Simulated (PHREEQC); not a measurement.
Solution (25 °C): 0.0093 mol/kgw TMAH and 0.071 mol/kgw NaAlO2. Closed to the air; pH follows from the charge balance.

The numbers come from PHREEQC with the ion-association model, phreeqc.dat.

```json
[
 {"quantity": "pH", "before": "11.86", "after": "11.83"},
 {"quantity": "ionic strength (mol/kgw)", "before": "0.0803", "after": "0.151"},
 {"quantity": "SI of Al(OH)3(a) (Al(OH)3)", "before": "-1.24", "after": "-0.93"}
]
```

Task: Which change was made?
A) NaAlO2 from 0.071 to 0.142 mol/kgw
B) NaAlO2 from 0.071 to 0.0355 mol/kgw
C) diluted 5-fold with water
D) TMAH left out

Result: A, NaAlO2 from 0.071 to 0.142 mol/kgw

Precipitation was switched off in this run. Some of these states are supersaturated (in Gibbsite (slow to form), for instance). (CH3)4N+ isn't in the database: it is added as a free cation with an ion size of 4 Å.
